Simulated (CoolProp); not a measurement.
Model: reference Helmholtz-energy equation of state, Gao 2020, in CoolProp.

Question: For ammonia, give the phase and the cp (kJ/(kg K)) at 420.5 K and 6.21 bar.

Answer: 
- 420.5 K and 6.21 bar: gas; cp 2.39
